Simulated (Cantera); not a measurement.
Thermodynamics of carbon deposition, reforming and gasification, feed C₂H₅OH + O₂ + H₂

Feed: 1 mol C₂H₅OH, 1.7 mol O₂, a varied amount of H₂, at 2677 °C and 0.840 bar.

These are equilibrium values from Cantera (NASA tables, ideal gas, pure condensed phases), not measurements of a reactor. Candidate condensed phases: C, C₆H₆, C₇H₈, C₈H₁₈, H₂O; 110 gas species. The numbers say what is thermodynamically allowed, not how fast it happens.

From 0.83 mol H₂ to 13 mol H₂ nothing is condensed. The main C-bearing gas is CO throughout.

```tsv
n(H₂) (mol)	x H₂	x H₂O	x CO	x H	x CO₂	x OH	x O
0.83	0.261	0.305	0.278	0.0753	0.0445	0.0281	0.00499
1.1	0.283	0.297	0.270	0.0784	0.0388	0.0263	0.00448
1.4	0.306	0.288	0.261	0.0816	0.0336	0.0245	0.00402
1.9	0.342	0.273	0.246	0.0861	0.0269	0.0220	0.00342
2.5	0.379	0.256	0.230	0.0907	0.0212	0.0196	0.00289
3.3	0.422	0.235	0.211	0.0958	0.0161	0.0171	0.00238
4.3	0.467	0.213	0.190	0.101	0.0119	0.0147	0.00195
5.7	0.516	0.188	0.167	0.106	0.00834	0.0123	0.00156
7.5	0.565	0.163	0.144	0.111	0.00570	0.0102	0.00123
9.8	0.610	0.139	0.123	0.115	0.00382	0.00835	0.000972
13	0.654	0.115	0.102	0.119	0.00244	0.00668	0.000750
```
x: gas mole fraction; nothing condenses.
